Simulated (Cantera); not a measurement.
Cantera run, input and output.

```python
import numpy as np
import cantera as ct

gas = ct.Solution("gri30.yaml")
gas.TPX = 625, 13332, {'CH4': 1, 'C2H6': 0.068, 'C3H8': 0.46, 'O2': 5.53, 'N2': 13.8}
flame = ct.FreeFlame(gas, width=0.16)
flame.set_refine_criteria(ratio=3, slope=0.08, curve=0.16)
flame.transport_model = "mixture-averaged"
flame.solve(loglevel=0, auto=True)
flame.transport_model = "multicomponent"
flame.soret_enabled = False
flame.solve(loglevel=0, refine_grid=True)
z, T = flame.grid, flame.T
thick = (T[-1] - T[0]) / np.gradient(T, z).max()
show = ['CH4', 'C2H6', 'C3H8', 'N2O', 'O', 'CH2CO']
print(f"laminar burning velocity  {flame.velocity[0] * 100:.3f} cm/s")
print(f"burnt temperature         {T[-1]:.1f} K")
print(f"thermal thickness         {thick * 1e3:.4f} mm")
print(f"grid points               {len(z)}")
z0 = z[flame.heat_release_rate.argmax()]
print(f"{'z/mm':>9s}{'T/K':>9s}{'u/(m/s)':>9s}" + "".join(f"{s:>11s}" for s in show))
rows = []
for k in (-3, -2, -1.5, -1, -0.5, -0.25, 0, 0.25, 0.5, 1, 2, 4, 8):
    zz = z0 + k * thick
    rows.append([k * thick, np.interp(zz, z, T), np.interp(zz, z, flame.velocity),
                 *(np.interp(zz, z, flame.X[gas.species_index(s)]) for s in show)])
    print(f"{rows[-1][0] * 1e3:9.3f}{rows[-1][1]:9.1f}{rows[-1][2]:9.3f}" + "".join(f"{x:11.3e}" for x in rows[-1][3:]))
```

Result:

```
laminar burning velocity  281.815 cm/s
burnt temperature         2421.2 K
thermal thickness         1.3803 mm
grid points               173
     z/mm      T/K  u/(m/s)        CH4       C2H6       C3H8        N2O          O      CH2CO
   -4.141    625.0    2.820  4.791e-02  3.258e-03  2.204e-02 -1.294e-14  5.781e-10  4.989e-10
   -2.761    625.6    2.827  4.781e-02  3.253e-03  2.200e-02  1.720e-13  1.268e-08  1.201e-08
   -2.070    628.4    2.847  4.763e-02  3.247e-03  2.194e-02  1.357e-12  7.844e-08  1.231e-07
   -1.380    656.7    2.994  4.666e-02  3.271e-03  2.161e-02  2.517e-11  6.201e-07  3.038e-06
   -0.690    959.9    4.489  3.771e-02  3.712e-03  1.578e-02  7.927e-10  3.074e-05  1.725e-04
   -0.345   1361.7    6.545  2.348e-02  1.967e-03  5.172e-03  3.136e-09  3.586e-04  7.612e-04
    0.000   1760.9    8.634  8.064e-03  1.881e-04  2.436e-04  8.716e-09  2.456e-03  9.792e-04
    0.345   1948.4    9.622  1.335e-03  2.593e-06  1.058e-06  1.517e-08  7.537e-03  3.458e-04
    0.690   1993.9    9.853  1.291e-04  9.340e-09  8.597e-10  2.014e-08  1.215e-02  5.171e-05
    1.380   2016.9    9.929  8.119e-07  1.897e-13  3.011e-15  2.405e-08  1.545e-02  5.252e-07
    2.761   2041.2    9.999  2.640e-10  2.081e-17  1.262e-17  2.428e-08  1.637e-02  3.180e-10
    5.521   2071.4   10.114  4.282e-15  2.672e-17  1.668e-17  2.505e-08  1.601e-02  1.400e-14
   11.042   2117.2   10.301  4.467e-18  1.459e-19  8.082e-20  2.791e-08  1.477e-02  4.360e-18
```

Detailed kinetics in Cantera: GRI-Mech 3.0 (53 species, 325 reactions). GRI-Mech 3.0 was tuned for natural gas; its chemistry of propane as a main component is partial and can be far from experiment. Burning velocities carry a grid error of a few per cent, more on coarse grids.
